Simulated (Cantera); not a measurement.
An adiabatic, constant-volume homogeneous reactor starts with 3.02 % C3H8, 20.2 % O2, 75.9 % N2, 0.877 % CO2, equivalence ratio 0.75, at 1175 K and 9.87 atm.

Model: GRI-Mech 3.0 (53 species, 325 reactions), integrated in Cantera. GRI-Mech 3.0 was tuned for natural gas; its chemistry of propane as a main component is partial and can be far from experiment.

Q: Predict: time of steepest temperature rise; temperature at 0.100 s; equilibrium temperature; x(O2) at 0.100 s; x(O) at 0.100 s; x(N2O) at 0.100 s; x(H2O2) at 0.100 s.

A: 
- time of steepest temperature rise = 2.44 ms
- temperature at 0.100 s = 2822 K
- equilibrium temperature = 2822 K
- x(O2) at 0.100 s = 0.0440 (gas-phase equilibrium 0.0440)
- x(O) at 0.100 s = 0.00250 (gas-phase equilibrium 0.00250)
- x(N2O) at 0.100 s = 4.47e-6 (gas-phase equilibrium 4.47e-6)
- x(H2O2) at 0.100 s = 1.47e-6 (gas-phase equilibrium 1.47e-6)
